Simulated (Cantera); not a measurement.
**Premixed flame**

A freely propagating, adiabatic, planar premixed flame of 15.4 % CH₃OH, 17.7 % O₂, 66.9 % N₂, unburnt at 500 K and 1350 Torr; mixture-averaged transport, grid criteria slope 0.08 and curve 0.16, no radiation.

Cantera simulation using GRI-Mech 3.0 (53 species, 325 reactions); the numbers are that mechanism's predictions, not measurements. GRI-Mech 3.0 was tuned for natural gas; its chemistry of methanol as a main component is partial and can be far from experiment. Burning velocities carry a grid error of a few per cent, more on coarse grids.

```json
[
 {"z (mm)": "-0.430", "T (K)": "500", "u (m/s)": "1.04", "x CH₃OH": "0.154", "x O₂": "0.177", "x H₂O₂": "5.50e-7", "x CO₂": "3.99e-7", "x C₂H": "<1e-8", "x HO₂": "2.85e-7"},
 {"z (mm)": "-0.287", "T (K)": "503", "u (m/s)": "1.06", "x CH₃OH": "0.153", "x O₂": "0.175", "x H₂O₂": "6.22e-6", "x CO₂": "6.37e-6", "x C₂H": "<1e-8", "x HO₂": "3.21e-6"},
 {"z (mm)": "-0.215", "T (K)": "514", "u (m/s)": "1.09", "x CH₃OH": "0.151", "x O₂": "0.173", "x H₂O₂": "3.16e-5", "x CO₂": "4.44e-5", "x C₂H": "<1e-8", "x HO₂": "1.66e-5"},
 {"z (mm)": "-0.143", "T (K)": "586", "u (m/s)": "1.26", "x CH₃OH": "0.145", "x O₂": "0.166", "x H₂O₂": "0.000204", "x CO₂": "0.000443", "x C₂H": "<1e-8", "x HO₂": "0.000119"},
 {"z (mm)": "-0.0717", "T (K)": "948", "u (m/s)": "2.13", "x CH₃OH": "0.108", "x O₂": "0.132", "x H₂O₂": "0.00115", "x CO₂": "0.00434", "x C₂H": "<1e-8", "x HO₂": "0.000992"},
 {"z (mm)": "-0.0359", "T (K)": "1324", "u (m/s)": "3.08", "x CH₃OH": "0.0599", "x O₂": "0.0946", "x H₂O₂": "0.00164", "x CO₂": "0.0107", "x C₂H": "<1e-8", "x HO₂": "0.00264"},
 {"z (mm)": "0", "T (K)": "1708", "u (m/s)": "4.13", "x CH₃OH": "0.00942", "x O₂": "0.0552", "x H₂O₂": "0.000181", "x CO₂": "0.0214", "x C₂H": "<1e-8", "x HO₂": "0.00180"},
 {"z (mm)": "0.0359", "T (K)": "1854", "u (m/s)": "4.51", "x CH₃OH": "0.000153", "x O₂": "0.0309", "x H₂O₂": "1.46e-6", "x CO₂": "0.0343", "x C₂H": "<1e-8", "x HO₂": "7.28e-5"},
 {"z (mm)": "0.0717", "T (K)": "1906", "u (m/s)": "4.62", "x CH₃OH": "7.34e-7", "x O₂": "0.0170", "x H₂O₂": "5.77e-7", "x CO₂": "0.0463", "x C₂H": "<1e-8", "x HO₂": "1.41e-5"},
 {"z (mm)": "0.143", "T (K)": "1968", "u (m/s)": "4.73", "x CH₃OH": "<1e-8", "x O₂": "0.00752", "x H₂O₂": "4.47e-7", "x CO₂": "0.0615", "x C₂H": "<1e-8", "x HO₂": "6.35e-6"},
 {"z (mm)": "0.287", "T (K)": "2036", "u (m/s)": "4.86", "x CH₃OH": "<1e-8", "x O₂": "0.00409", "x H₂O₂": "3.05e-7", "x CO₂": "0.0710", "x C₂H": "<1e-8", "x HO₂": "3.47e-6"},
 {"z (mm)": "0.574", "T (K)": "2103", "u (m/s)": "5.00", "x CH₃OH": "<1e-8", "x O₂": "0.00239", "x H₂O₂": "1.96e-7", "x CO₂": "0.0735", "x C₂H": "<1e-8", "x HO₂": "1.95e-6"},
 {"z (mm)": "1.15", "T (K)": "2158", "u (m/s)": "5.12", "x CH₃OH": "<1e-8", "x O₂": "0.00117", "x H₂O₂": "1.13e-7", "x CO₂": "0.0741", "x C₂H": "<1e-8", "x HO₂": "9.06e-7"}
]
```
x: mole fraction of selected species; z is measured from the peak of heat release.

```
Item                        Result
------------------------  --------
laminar burning velocity  104 cm/s
thermal thickness         0.143 mm
peak x(H₂O₂)               0.00167
peak x(C₂H)                  <1e-8
peak x(HO₂)                0.00313
grid points                    140
```
